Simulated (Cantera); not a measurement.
A perfectly stirred reactor is fed with NO : N₂ = 1 : 0.15 (molar parts), at 58000 Pa; it is held at 1798 K, and followed from long to short residence time.

Detailed kinetics in Cantera: GRI-Mech 3.0 (53 species, 325 reactions).

### Question
Predict: x(NO) at τ = 1.10 s; x(O) at τ = 1.10 s; x(N₂) at τ = 1.10 s; x(N₂O) at τ = 1.10 s; x(O₂) at τ = 1.10 s; x(NO) at τ = 61.0 ms; x(O) at τ = 61.0 ms; x(N₂) at τ = 61.0 ms; x(N₂O) at τ = 61.0 ms; x(O₂) at τ = 61.0 ms.

### Answer
- x(NO) at τ = 1.10 s: 0.706
- x(O) at τ = 1.10 s: 4.81e-5
- x(N₂) at τ = 1.10 s: 0.212
- x(N₂O) at τ = 1.10 s: 0.000196
- x(O₂) at τ = 1.10 s: 0.0809
- x(NO) at τ = 61.0 ms: 0.857
- x(O) at τ = 61.0 ms: 2.10e-5
- x(N₂) at τ = 61.0 ms: 0.136
- x(N₂O) at τ = 61.0 ms: 0.000285
- x(O₂) at τ = 61.0 ms: 0.00581
